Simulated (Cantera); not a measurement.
An isothermal, constant-pressure homogeneous reactor starts with CO : O2 : H2O : N2 = 0.0022 : 0.042 : 0.022 : 1 (molar parts), equivalence ratio 0.026, at 1400 K and 500000 Pa. Integrator tolerance rtol = 1e-08.

Cantera simulation using GRI-Mech 3.0 (53 species, 325 reactions); the numbers are that mechanism's predictions, not measurements.

Q: What does this change do: N2 1 to 4.8 parts?

A: 
```
quantity                                            before                                      after
----------------  ----------------------------------------  -----------------------------------------
x(CO) at 300 s     4.65e-9 (gas-phase equilibrium 4.66e-9)    2.18e-9 (gas-phase equilibrium 2.19e-9)
x(O2) at 300 s       0.0384 (gas-phase equilibrium 0.0382)    0.00841 (gas-phase equilibrium 0.00832)
x(H2O) at 300 s      0.0207 (gas-phase equilibrium 0.0207)    0.00452 (gas-phase equilibrium 0.00452)
x(NO) at 300 s    1.19e-6 (gas-phase equilibrium 0.000339)   3.92e-7 (gas-phase equilibrium 0.000162)
x(H2O2) at 300 s   1.01e-9 (gas-phase equilibrium 1.01e-9)  1.04e-10 (gas-phase equilibrium 1.03e-10)
x(O) at 300 s      8.35e-8 (gas-phase equilibrium 8.33e-8)    3.91e-8 (gas-phase equilibrium 3.89e-8)
x(H2) at 300 s     2.14e-8 (gas-phase equilibrium 2.15e-8)    1.00e-8 (gas-phase equilibrium 1.01e-8)
```
